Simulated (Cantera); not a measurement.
# Aluminium and copper etching: Al + F2 + N2

Feed: 1 mol Al, a varied amount of F2, 28 mol N2, held at 850 °C and 11.0 Pa.

Method: chemical equilibrium by Gibbs-energy minimisation in Cantera with the NASA 1993 tables (ideal gas, pure condensed phases). Candidate condensed phases: Al, AlF3, AlN; 14 gas species. The tables' values for AlF2 are old estimates; treat these amounts as uncertain. Equilibrium is a limit: real reactors are often held back by kinetics, nucleation or transport.

From 0.59 mol F2 to 1.3 mol F2 the condensed part is AlN(s). From 1.6 mol F2 to 3.4 mol F2 nothing is condensed. The main Al-bearing gas is AlF3 throughout.

```csv
n(F2) (mol),log p N2,log p F,log p AlF3,log p AlF2,log p AlF,log p F2,log p Al2F6,n AlN(s)
0.59,-3.96,<-15,-5.82,-7.99,-7.99,<-15,-9.91,0.604
0.76,-3.97,<-15,-5.71,-7.92,-7.95,<-15,-9.69,0.490
0.97,-3.97,<-15,-5.60,-7.85,-7.92,<-15,-9.49,0.350
1.3,-3.97,<-15,-5.48,-7.77,-7.87,<-15,-9.24,0.130
1.6,-3.98,-6.12,-5.42,<-15,<-15,-11.17,-9.13,0
2.1,-3.99,-5.36,-5.44,<-15,<-15,-9.65,-9.16,0
2.7,-4.01,-5.08,-5.46,<-15,<-15,-9.08,-9.19,0
3.4,-4.03,-4.89,-5.47,<-15,<-15,-8.72,-9.23,0
```
log p: log10 of the partial pressure in bar; n: condensed amount in mol.
